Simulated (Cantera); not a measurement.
Charge: 1 mol Si, 11 mol HBr, 1.1 mol N2, held at 1625 K and 220 Pa.

Equilibrium computed with Cantera from the NASA thermochemical tables; the gas is ideal and each condensed phase is pure. Candidate condensed phases: Br2, Si, Si3N4; 28 gas species. The tables' values for SiBr3, SiBr are old estimates; treat these amounts as uncertain. Kinetics and transport are ignored.

Base state: HBr 0.550, H2 0.148, Br 0.140, N2 0.0846, SiBr2 0.0751, SiBr3 0.00144, H 0.000578, SiBr4 0.000349 (mole fractions); condensed: gas only.

What changes in the equilibrium state with this change: pressure from 220 Pa to 45.0 Pa?


```tsv
species	before	after
HBr	0.550	0.439
Br	0.140	0.221
H2	0.148	0.184
N2	0.0846	0.0808
SiBr2	0.0751	0.0728
SiBr4	0.000349	3.55e-5
SiBr3	0.00144	0.000450
SiBr	6.68e-5	0.000200
H	0.000578	0.00143
```

What changes in the equilibrium state with this change: temperature from 1625 K to 1023.15 K?


```
species          before     after
-------------  --------  --------
HBr               0.550     0.645
H2                0.148     0.172
N2               0.0846    0.0964
Br                0.140  0.000193
SiBr4          0.000349    0.0857
SiBr2            0.0751   9.87e-5
SiBr            6.68e-5     <1e-9
H              0.000578   3.67e-8
Br2            0.000141   1.46e-6
SiHBr3          9.27e-6  0.000113
SiBr3           0.00144  0.000202
Si3N4(s), mol         0    0.0142
```
N2 is the only nitrogen source here; it is nearly inert below about 1500 K, so the nitride shown seldom forms there in practice. The tables' values for SiBr3 are old estimates; treat these amounts as uncertain.
